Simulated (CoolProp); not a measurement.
Nitrous oxide along the isotherm -50.75 °C: fugacity coefficient from the reference equation and from simpler models built on Tc = 36.4 °C, pc = 7245 kPa, ω = 0.161; each cubic takes its own stable root.

Values from CoolProp's reference Helmholtz-energy equation of state, Lemmon 2006. It is a short technical equation, of lower accuracy than the large ones.

| p (kPa) | phase | reference |
|---|---|---|
| 776 | liquid | 0.7436 |
| 1550 | liquid | 0.3785 |
| 2330 | liquid | 0.2560 |
| 3100 | liquid | 0.1956 |
| 3880 | liquid | 0.1589 |
| 4660 | liquid | 0.1345 |
| 5430 | liquid | 0.1173 |
| 6210 | liquid | 0.1043 |
| 6990 | liquid | 0.09421 |
| 7760 | liquid | 0.08625 |
| 8540 | liquid | 0.07967 |
| 9310 | liquid | 0.07428 |
| 10100 | liquid | 0.06961 |
| 10900 | liquid | 0.06560 |

How far does each simpler model (van der Waals, Redlich-Kwong) lie from the reference over these 14 states: mean and median of the absolute difference, and the worst?


- van der Waals: mean 144.2 %, median 153.1 %, worst +168.8 % at -50.75 °C and 10900 kPa
- Redlich-Kwong: mean 25.0 %, median 25.1 %, worst +26.4 % at -50.75 °C and 10900 kPa

At some of these states van der Waals, Redlich-Kwong gives the other phase, because its saturation line lies elsewhere.
